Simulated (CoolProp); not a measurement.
Vapour pressure (kPa) of methanol: the reference equation beside estimates from Tc = 240.2 °C, pc = 8216 kPa, ω = 0.565. Clausius-Clapeyron is anchored at 82.55 °C with a constant enthalpy of vaporisation of 34.08 kJ/mol.

Values from CoolProp's reference Helmholtz-energy equation of state, de Reuck 1993.

```csv
T (°C),reference,Lee-Kesler,Clausius-Clapeyron,van der Waals,Soave-Redlich-Kwong,Peng-Robinson
13.85,9.278,7.294,12.56,468.7,7.304,8.060
31.05,23.09,19.83,28.17,663.8,19.84,21.31
48.15,51.36,47.05,57.71,906.6,47.04,49.43
65.35,104.8,100.6,110.3,1205,100.5,103.8
82.55,198.2,196.1,198.2,1563,196.1,199.8
99.65,349.9,352.8,336.2,1981,353.4,356.5
116.85,586.2,597.1,546.0,2469,599.8,600.3
133.95,933.9,954.0,849.0,3023,962.2,957.7
151.15,1432,1460,1277,3655,1479,1467
168.35,2120,2150,1860,4364,2187,2165
185.45,3035,3062,2630,5148,3122,3089
```

Absolute difference from the reference over all 11 rows, mean and median: Lee-Kesler 5.3 and 2.0 %, Clausius-Clapeyron 11.9 and 10.8 %, van der Waals 1133.8 and 466.2 %, Soave-Redlich-Kwong 5.9 and 3.2 %, Peng-Robinson 3.6 and 2.4 %.
